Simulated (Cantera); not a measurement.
## Equilibrium for silicon oxide and oxynitride deposition: SiCl4 + O3 + N2

Charge: 1 mol SiCl4, 2 mol O3, 1.7 mol N2, at 1400 Pa.

These are equilibrium values from Cantera (NASA tables, ideal gas, pure condensed phases), not measurements of a reactor. Candidate condensed phases: Si, SiO2, Si2N2O, Si3N4; 23 gas species. The tables hold silica as quartz up to 1696 K and as liquid above; real silica turns to tridymite and cristobalite and melts near 1996 K. Rates play no part.

At 723 K the condensed part is SiO2(α-quartz). From 873 K to 1623 K the condensed part is SiO2(β-quartz). At 1773 K the condensed part is SiO2(condensed).

| T (K) | x Cl | x O2 | x Cl2 | x N2 | x NO | x ClO | x O | x NO2 | n SiO2(α-quartz) | n SiO2(β-quartz) | n SiO2(condensed) |
|---|---|---|---|---|---|---|---|---|---|---|---|
| 723 | 6.49e-6 | 0.351 | 0.351 | 0.298 | 3.69e-7 | 7.84e-8 | <1e-12 | 4.43e-8 | 1.00 | 0 | 0 |
| 873 | 0.000222 | 0.351 | 0.351 | 0.298 | 5.03e-6 | 1.43e-6 | 9.50e-12 | 1.15e-7 | 0 | 1.00 | 0 |
| 1023 | 0.00271 | 0.350 | 0.349 | 0.298 | 3.18e-5 | 1.11e-5 | 1.56e-9 | 2.24e-7 | 0 | 1.00 | 0 |
| 1173 | 0.0174 | 0.348 | 0.339 | 0.296 | 0.000125 | 5.05e-5 | 6.96e-8 | 3.68e-7 | 0 | 1.00 | 0 |
| 1323 | 0.0706 | 0.338 | 0.303 | 0.288 | 0.000352 | 0.000154 | 1.31e-6 | 5.24e-7 | 0 | 1.00 | 0 |
| 1473 | 0.193 | 0.317 | 0.221 | 0.269 | 0.000767 | 0.000327 | 1.33e-5 | 6.52e-7 | 0 | 1.00 | 0 |
| 1623 | 0.354 | 0.288 | 0.111 | 0.245 | 0.00139 | 0.000478 | 8.62e-5 | 7.34e-7 | 0 | 1.000 | 0 |
| 1773 | 0.462 | 0.268 | 0.0387 | 0.228 | 0.00230 | 0.000516 | 0.000411 | 8.22e-7 | 0 | 0 | 1.000 |
x: gas mole fraction; n: condensed amount in mol.
